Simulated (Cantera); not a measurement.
An isothermal, constant-pressure homogeneous reactor starts with 23.4 % H2, 58.5 % O2, 18.1 % N2, equivalence ratio 0.20, at 1450 K and 0.0132 atm.

Cantera simulation using the H2/O2 subset of GRI-Mech 3.0, which has no nitrogen chemistry; the numbers are that mechanism's predictions, not measurements. Radical loss at walls, strong at low pressure, is not modelled. The temperature is held fixed by assumption; the heat of reaction is taken as removed at once.

x: mole fraction; the columns are a selection and need not sum to one.

```json
[
 {"t (s)": "3.00e-5", "x H2": "0.234", "x O2": "0.585", "x H2O2": "3.27e-10", "x HO2": "1.87e-7", "x OH": "5.65e-8", "x H": "1.85e-7", "x O": "6.48e-8"},
 {"t (s)": "0.000133", "x H2": "0.234", "x O2": "0.585", "x H2O2": "6.03e-9", "x HO2": "8.25e-7", "x OH": "2.16e-6", "x H": "5.10e-6", "x O": "2.62e-6"},
 {"t (s)": "0.000591", "x H2": "0.0322", "x O2": "0.463", "x H2O2": "2.18e-7", "x HO2": "3.86e-6", "x OH": "0.0237", "x H": "0.0793", "x O": "0.0701"},
 {"t (s)": "0.00262", "x H2": "0.0153", "x O2": "0.452", "x H2O2": "1.79e-7", "x HO2": "4.00e-6", "x OH": "0.0199", "x H": "0.0717", "x O": "0.0829"},
 {"t (s)": "0.0116", "x H2": "0.0122", "x O2": "0.473", "x H2O2": "1.94e-7", "x HO2": "4.34e-6", "x OH": "0.0182", "x H": "0.0458", "x O": "0.0606"},
 {"t (s)": "0.0516", "x H2": "0.00360", "x O2": "0.514", "x H2O2": "1.56e-7", "x HO2": "3.81e-6", "x OH": "0.0103", "x H": "0.00614", "x O": "0.0157"},
 {"t (s)": "0.229", "x H2": "[?]", "x O2": "0.528", "x H2O2": "[?]", "x HO2": "[?]", "x OH": "[?]", "x H": "[?]", "x O": "[?]"},
 {"t (s)": "1.02", "x H2": "1.68e-5", "x O2": "0.529", "x H2O2": "8.70e-9", "x HO2": "1.40e-7", "x OH": "0.000714", "x H": "1.89e-6", "x O": "7.12e-5"},
 {"t (s)": "4.51", "x H2": "3.50e-6", "x O2": "0.530", "x H2O2": "3.62e-9", "x HO2": "1.42e-7", "x OH": "0.000326", "x H": "1.80e-7", "x O": "1.48e-5"},
 {"t (s)": "20.0", "x H2": "[?]", "x O2": "0.530", "x H2O2": "3.43e-9", "x HO2": "1.48e-7", "x OH": "0.000302", "x H": "[?]", "x O": "[?]"}
]
```

Some entries are withheld; supply them.


- 0.229, x H2: 0.000215
- 0.229, x H2O2: 4.09e-8
- 0.229, x HO2: 7.54e-7
- 0.229, x OH: 0.00254
- 0.229, x H: 8.62e-5
- 0.229, x O: 0.000911
- 20.0, x H2: 3.00e-6
- 20.0, x H: 1.43e-7
- 20.0, x O: 1.27e-5
